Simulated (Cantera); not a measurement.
Mixture: 5.87 % CH4, 6.45 % CO, 18.5 % O2, 69.2 % N2, equivalence ratio 0.81, at 1000000 Pa, adiabatic and at constant pressure. Ignition delay is the time to a rise of 400 K.

Model: GRI-Mech 3.0 (53 species, 325 reactions), integrated in Cantera.

Q: Predict: delay at 1073 K; delay at 1173 K; delay at 1273 K; delay at 1373 K; delay at 1473 K; apparent activation energy between 1423 and 1523 K.

A: 
| Property | Result |
|---|---|
| delay at 1073 K | 53.9 ms |
| delay at 1173 K | 10.5 ms |
| delay at 1273 K | 2.55 ms |
| delay at 1373 K | 0.734 ms |
| delay at 1473 K | 0.243 ms |
| apparent activation energy between 1423 and 1523 K | 190 kJ/mol |
